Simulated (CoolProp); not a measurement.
Vapour-liquid equilibrium of hydrogen sulfide (1) + n-butane (2) at 0.717 MPa; x and y are mole fractions of (1).

Model: multi-fluid Helmholtz-energy mixture model, Lemmon 2006 and Bücker 2006; pair parameters Kunz 2012, in CoolProp.

Q: Give the bubble temperature and the first vapour's composition at x = 0.05, 0.65, 0.95. Is there an azeotrope?

A: x = 0.05: 323.3 K, y = 0.302; x = 0.65: 268.3 K, y = 0.926; x = 0.95: 262.3 K, y = 0.983. No azeotrope shows between x = 0.05 and 0.95.

The pair parameters rest on a limited set of measurements; away from them the model extrapolates.
